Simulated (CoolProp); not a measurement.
Computed with CoolProp (reference Helmholtz-energy equation of state, Lemmon 2006). It is a short technical equation, of lower accuracy than the large ones.

Task: Give the vapour pressure (MPa), liquid density (kg/m³), enthalpy of vaporisation (kJ/kg), vapour Z of saturated carbon monoxide at -142.75 °C.

Result: 
| T (°C) | p (MPa) | liquid density (kg/m³) | enthalpy of vaporisation (kJ/kg) | vapour Z |
|---|---|---|---|---|
| -142.75 | 3.12 | 448 | 67.8 | 0.470 |
